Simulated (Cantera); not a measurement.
A Cantera script and what it prints.

```python
import numpy as np
import cantera as ct

gas_names = [...]  # 121 gases of nasa_gas.yaml made of Al, C, H, O
cond_names = """
    AL(cr) AL(L) AL2O3(a) AL2O3(L) C(gr) C6H6(L) C7H8(L) C8H18(L),n-octa H2O(s) H2O(L)
""".split()


# ... load() reads the species with a 1 bar reference pressure and builds the phases ...
atoms = {
    'Al(CH3)3': {'AL': 1, 'C': 3, 'H': 9},
    'H2O': {'H': 2, 'O': 1},
    'H2': {'H': 2},
    'O2': {'O': 2},
}
top_T = {'C(gr)': 4500}  # K; cautious upper limits of use, not melting points


# ... equilibrate(T, P, feed) seeds the gas with the atoms and calls Mixture.equilibrate('TP', solver="vcs", rtol=1e-11, max_steps=5000) ...
results = []
feed = {'Al(CH3)3': 1, 'H2O': 7.2, 'H2': 810, 'O2': 0.98}  # mol
T = 2050  # K
P = 1000  # Pa
mix = equilibrate(T, P, feed)
results.append((T, P, feed, dict(zip(mix.species_names, mix.species_moles))))
x = sorted(zip(gas.X, gas.species_names), reverse=True)
print(f"T = {T:g} K  P = {P:g} Pa  gas = {mix.phase_moles(0):.4g} mol")
print("   x: " + "  ".join(f"{s} {v:.3e}" for v, s in x if v > 1e-06))
print("   condensed (mol): " + ("  ".join(f"{mix.phase(i).name} {mix.phase_moles(i):.4g}"
      for i in range(1, mix.n_phases) if mix.phase_moles(i) > 1e-12) or "none"))
```

It prints:

```
T = 2050 K  P = 1000 Pa  gas = 834 mol
   x: H2 9.684e-01  H 2.232e-02  H2O 5.623e-03  CO 3.593e-03  AL 2.727e-05  ALOH 1.586e-05  OH 1.417e-05  CO2 4.378e-06  AL2O 2.308e-06
   condensed (mol): AL2O3(a) 0.4793
```

Cantera equilibrium calculation (NASA polynomials, part measured and part estimated; ideal gas, pure solids and liquids). The feed counts by its element totals alone. The tables' values for AlOH are old estimates; treat these amounts as uncertain.
